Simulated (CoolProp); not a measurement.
A closed Brayton cycle with nitrogen: compressor inlet 324.15 K and 2.7 MPa, high pressure 7.65 MPa, turbine inlet 695 K, compressor efficiency 0.89, turbine efficiency 0.85, recuperator effectiveness 0.9 (on enthalpy, no pinch check). Each further row changes one setting.

Values from CoolProp's reference Helmholtz-energy equation of state, Span 2000.

```csv
case,thermal efficiency (%),net work (kJ/kg),compressor to turbine work,compressor exit (K),turbine exit (K)
as stated,16.5,28.8,0.82,451.4,547.4
turbine inlet 645 K,?,?,0.89,451.4,506.7
compressor inlet 334.15 K,14.2,?,0.85,?,547.4
high pressure 6.5 MPa,19.2,30.1,?,?,568.0
recuperator effectiveness 0.5,13.3,28.8,0.82,451.4,547.4
```

Task: Some entries are withheld; supply them.

Result: 
- turbine inlet 645 K, thermal efficiency (%): 10.7
- turbine inlet 645 K, net work (kJ/kg): 17.0
- compressor inlet 334.15 K, net work (kJ/kg): 24.6
- compressor inlet 334.15 K, compressor exit (K): 465.1
- high pressure 6.5 MPa, compressor to turbine work: 0.78
- high pressure 6.5 MPa, compressor exit (K): 428.9
